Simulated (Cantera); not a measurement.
A closed system holds: 1 mol MgO, 41 mol HBr, 32 mol H2, held at 0.100 bar.

Method: chemical equilibrium by Gibbs-energy minimisation in Cantera with the NASA 1993 tables (ideal gas, pure condensed phases). Candidate condensed phases: Br2, H2O, Mg, MgBr2, MgO, Mg(OH)2; 20 gas species. Rates play no part.

x: gas mole fraction; n: condensed amount in mol.

| T (°C) | x HBr | x H2 | x H2O | x MgBr2 | x Br | n MgBr2(s) | n MgO(s) |
|---|---|---|---|---|---|---|---|
| 450 | 0.542 | 0.444 | 0.0139 | 2.22e-6 | 9.25e-9 | 1.000 | 0 |
| 550 | 0.542 | 0.444 | 0.0139 | 0.000162 | 1.96e-7 | 0.988 | 0 |
| 650 | 0.551 | 0.439 | ___ | ___ | ___ | ___ | ___ |
| 750 | 0.540 | 0.438 | 0.0109 | 0.0109 | 1.50e-5 | 0 | 0.203 |
| 850 | 0.534 | 0.438 | 0.0137 | 0.0137 | 7.30e-5 | 0 | 0 |
| 950 | 0.534 | 0.438 | 0.0137 | 0.0137 | 0.000278 | 0 | 0 |
| 1050 | 0.533 | 0.439 | 0.0137 | 0.0137 | 0.000866 | 0 | 0 |
| 1150 | 0.531 | 0.439 | 0.0137 | 0.0137 | 0.00230 | 0 | 0 |
| 1250 | 0.527 | 0.440 | 0.0137 | 0.0137 | ___ | 0 | 0 |
| 1350 | 0.520 | 0.441 | 0.0136 | 0.0136 | 0.0112 | 0 | 0 |

**Question.** What belongs in the gaps?

**Answer.** 
- 650, x H2O: 0.00573
- 650, x MgBr2: 0.00451
- 650, x Br: 2.20e-6
- 650, n MgBr2(s): 0.0888
- 650, n MgO(s): 0.582
- 1250, x Br: 0.00536
